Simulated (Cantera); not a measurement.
## Thermodynamics of iron carbonyl, mercury and lead vapours, feed PbO + CO + N₂

Input: 1 mol PbO, 0.17 mol CO, 0.17 mol N₂, held at 1800 Torr.

These are equilibrium values from Cantera (NASA tables, ideal gas, pure condensed phases), not measurements of a reactor. Candidate condensed phases: C, Pb, PbO, PbO₂, Pb₃O₄; 27 gas species. Each liquid is taken as pure. Mutual solubility and eutectic melting of coexisting phases are not modelled. Gases not in the tables: (PbO)n polymers. Equilibrium is a limit: real reactors are often held back by kinetics, nucleation or transport.

From 825 K to 1125 K the condensed part is Pb(l) + PbO(yellow). From 1225 K to 1525 K the condensed part is Pb(l) + PbO(l).

```json
[
 {"T (K)": "825", "x N₂": "0.500", "x CO₂": "0.500", "x Pb": "5.98e-8", "x PbO": "1.05e-10", "x CO": "9.99e-6", "n Pb(l)": "0.170", "n PbO(yellow)": "0.830", "n PbO(l)": "0"},
 {"T (K)": "925", "x N₂": "0.500", "x CO₂": "0.500", "x Pb": "1.11e-6", "x PbO": "8.50e-9", "x CO": "2.74e-5", "n Pb(l)": "0.170", "n PbO(yellow)": "0.830", "n PbO(l)": "0"},
 {"T (K)": "1025", "x N₂": "0.500", "x CO₂": "0.500", "x Pb": "1.16e-5", "x PbO": "2.85e-7", "x CO": "6.20e-5", "n Pb(l)": "0.170", "n PbO(yellow)": "0.830", "n PbO(l)": "0"},
 {"T (K)": "1125", "x N₂": "0.500", "x CO₂": "0.500", "x Pb": "7.88e-5", "x PbO": "5.02e-6", "x CO": "0.000123", "n Pb(l)": "0.170", "n PbO(yellow)": "0.830", "n PbO(l)": "0"},
 {"T (K)": "1225", "x N₂": "0.500", "x CO₂": "0.500", "x Pb": "0.000389", "x PbO": "4.70e-5", "x CO": "0.000252", "n Pb(l)": "0.170", "n PbO(yellow)": "0", "n PbO(l)": "0.830"},
 {"T (K)": "1325", "x N₂": "0.499", "x CO₂": "0.499", "x Pb": "0.00150", "x PbO": "0.000288", "x CO": "0.000502", "n Pb(l)": "0.169", "n PbO(yellow)": "0", "n PbO(l)": "0.830"},
 {"T (K)": "1425", "x N₂": "0.497", "x CO₂": "0.496", "x Pb": "0.00477", "x PbO": "0.00134", "x CO": "0.000912", "n Pb(l)": "0.168", "n PbO(yellow)": "0", "n PbO(l)": "0.830"},
 {"T (K)": "1525", "x N₂": "0.491", "x CO₂": "0.489", "x Pb": "0.0130", "x PbO": "0.00503", "x CO": "0.00153", "n Pb(l)": "0.165", "n PbO(yellow)": "0", "n PbO(l)": "0.829"}
]
```
x: gas mole fraction; n: condensed amount in mol.
